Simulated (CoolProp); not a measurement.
The numbers come from the reference Helmholtz-energy equation of state, Lemmon 2006 in CoolProp. It is a short technical equation, of lower accuracy than the large ones.

Problem. Give the vapour pressure (MPa), vapour Z, surface tension (mN/m) of saturated R141b at 103.75 °C.

Solution. 
| T (°C) | p (MPa) | vapour Z | surface tension (mN/m) |
|---|---|---|---|
| 103.75 | 0.736 | 0.852 | 9.01 |

Surface tension comes from a separate correlation (Mulero 2012).
